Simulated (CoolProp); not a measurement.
Saturated liquid density (kg/m³) of p-xylene: the reference equation beside estimates from Tc = 616.2 K, pc = 35.32 bar, ω = 0.324. Rackett uses Z = 0.29056 − 0.08775 ω.

Computed with CoolProp (reference Helmholtz-energy equation of state, Zhou 2012).

```tsv
T (K)	reference	Rackett	van der Waals	Redlich-Kwong	Soave-Redlich-Kwong	Peng-Robinson
433.9	730.2	718.6	416.2	602.9	635.0	718.8
450.4	712.6	700.6	406.1	584.9	617.8	700.0
467	?	681.8	395.4	565.7	599.2	?
483.5	674.4	662.0	384.0	545.3	579.0	656.9
500	653.7	641.1	371.9	523.4	557.0	632.2
516.5	631.3	618.6	358.8	499.8	532.7	604.7
533	606.9	594.3	344.5	474.1	505.8	574.0
549.6	?	567.3	328.6	445.5	475.2	538.8
566.1	548.2	536.7	310.6	413.5	440.3	498.2
582.6	509.9	500.1	289.3	376.0	398.7	449.3
599.1	457.3	451.4	261.8	328.6	344.9	385.8
```

Fill in the missing entries.


- 467, reference: 694.0
- 467, Peng-Robinson: 679.4
- 549.6, reference: 579.5

Absolute difference from the reference over all 11 rows, mean and median: Rackett 1.8 and 1.9 %, van der Waals 43.1 and 43.1 %, Redlich-Kwong 21.6 and 20.8 %, Soave-Redlich-Kwong 16.8 and 15.6 %, Peng-Robinson 5.9 and 4.2 %.
